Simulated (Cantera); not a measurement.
Feed: 1 mol CuO, 3.7 mol H₂, 3.2 mol H₂O, at 5.40 bar.

These are equilibrium values from Cantera (NASA tables, ideal gas, pure condensed phases), not measurements of a reactor. Candidate condensed phases: Cu, CuO, Cu(OH)₂, Cu₂O, H₂O; 12 gas species. The numbers say what is thermodynamically allowed, not how fast it happens.

Which condensed phases are stable at each of these points (T (K)): 975, 1075, 1175, 1275, 1375, 1475, 1575, 1675, 1775, 1875, 1975, 2075?


```tsv
T (K)	condensed phases	Cu condensed (%)
975	Cu(s)	100.0
1075	Cu(s)	100.0
1175	Cu(s)	100.0
1275	Cu(s)	100.0
1375	Cu(l)	100.0
1475	Cu(l)	100.0
1575	Cu(l)	100.0
1675	Cu(l)	100.0
1775	Cu(l)	99.9
1875	Cu(l)	99.8
1975	Cu(l)	99.6
2075	Cu(l)	98.9
```

From 975 K to 1275 K the condensed part is Cu(s). From 1375 K to 2075 K the condensed part is Cu(l).
